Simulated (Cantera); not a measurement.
An adiabatic, constant-volume homogeneous reactor starts with CH₄ : O₂ : N₂ = 1 : 2 : 7.52 (molar parts), equivalence ratio 1.0, at 1748 K and 7500 Torr.

Cantera simulation using GRI-Mech 3.0 (53 species, 325 reactions); the numbers are that mechanism's predictions, not measurements. Above 3000 K some thermodynamic fits are extrapolated.

One state of this run: T (K) = 3188; P (bar) = 19.2; x CH₄ = <1e-12; x O₂ = 0.0182; x H₂O = 0.144; x HCN = 2.97e-8; x C₂H₄ = <1e-12. x: mole fraction; the columns are a selection and need not sum to one.

Q: Which value of t (s) does it belong to?
A. 0.0105
B. 4.68e-6
C. 2.19e-5
D. 1.00e-6

A: A, 0.0105
